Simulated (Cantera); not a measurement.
A closed system holds: 1 mol B2O3, 1.3 mol HCl, 4.9 mol N2, equilibrated at 4000 Pa.

These are equilibrium values from Cantera (NASA tables, ideal gas, pure condensed phases), not measurements of a reactor. Candidate condensed phases: B, BN, B2O3, B3O3H3, H2O, NH4Cl; 49 gas species. Gases not in the tables: BHCl2. The numbers say what is thermodynamically allowed, not how fast it happens.

**Question.** What share of the B ends up in condensed phases as a function of T (°C), at 1102, 1152, 1202, 1252, 1302, 1352, 1402, 1452, 1502?

**Answer.** 
```
T (°C)  B condensed (%)       as
------  ---------------  -------
1102               99.7  B2O3(l)
1152               99.5  B2O3(l)
1202               99.0  B2O3(l)
1252               98.1  B2O3(l)
1302               96.4  B2O3(l)
1352               92.9  B2O3(l)
1402               86.1  B2O3(l)
1452               72.8  B2O3(l)
1502               46.4  B2O3(l)
```
